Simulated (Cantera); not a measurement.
Feed: 1 mol FeCl₂, 0.027 mol HCl, 1.5 mol H₂, equilibrated at 1477 °C and 36.0 Pa.

These are equilibrium values from Cantera (NASA tables, ideal gas, pure condensed phases), not measurements of a reactor. Candidate condensed phases: Fe, FeCl₂, FeCl₃; 11 gas species. Kinetics and transport are ignored.

Base state: H₂ 0.419, HCl 0.299, FeCl₂ 0.231, Fe 0.0387, H 0.00793, Cl 0.00437, FeCl 0.000227 (mole fractions); condensed: Fe(δ).

Task: What changes in the equilibrium state with this change: temperature from 1477 °C to 602 °C?

Result: 
| species | before | after |
|---|---|---|
| HCl | 0.299 | 0.597 |
| H₂ | 0.419 | 0.300 |
| FeCl₂ | 0.231 | 0.102 |
| Fe | 0.0387 | <1e-9 |
| H | 0.00793 | 1.45e-9 |
| Cl | 0.00437 | 2.85e-9 |
| FeCl | 0.000227 | <1e-9 |
| Fe₂Cl₄ | 1.55e-7 | 0.000498 |
| Fe(δ), mol | 0.285 | 0 |
| Fe(α), mol | 0 | 0.741 |
